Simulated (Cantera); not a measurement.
Feed: 1 mol H₂O, 0.068 mol SO₂, 3.8 mol O₂, equilibrated at 0.100 bar.

Equilibrium computed with Cantera from the NASA thermochemical tables; the gas is ideal and each condensed phase is pure. Candidate condensed phases: H₂O, H₂SO₄, S; 19 gas species. Rates play no part. All values below are at 2623 K.

Base state: O₂ 0.690, H₂O 0.151, O 0.0679, OH 0.0614, SO₂ 0.0126, H 0.0103, H₂ 0.00604, SO 0.000527 (mole fractions); condensed: gas only.

Q: What changes in the equilibrium state with this change: H₂O replaced by CS₂?

A: 
| species | before | after |
|---|---|---|
| SO₂ | 0.0126 | 0.461 |
| O₂ | 0.690 | 0.227 |
| CO₂ | 0 | 0.164 |
| H₂O | 0.151 | 0 |
| CO | 0 | 0.0749 |
| OH | 0.0614 | 0 |
| H | 0.0103 | 0 |
| SO | 0.000527 | 0.0336 |
| O | 0.0679 | 0.0389 |
| H₂ | 0.00604 | 0 |
| HO₂ | 3.28e-5 | 0 |
| S | 5.26e-6 | 0.000586 |
| SO₃ | 4.97e-6 | 0.000104 |
Further candidate phases: C.

Q: What changes in the equilibrium state with this change: pressure from 0.100 bar to 0.140 bar?

A: 
```tsv
species	before	after
O₂	0.690	0.701
H₂O	0.151	0.157
O	0.0679	0.0578
H	0.0103	0.00815
OH	0.0614	0.0577
SO₂	0.0126	0.0128
SO	0.000527	0.000448
H₂	0.00604	0.00524
HO₂	3.28e-5	3.68e-5
```
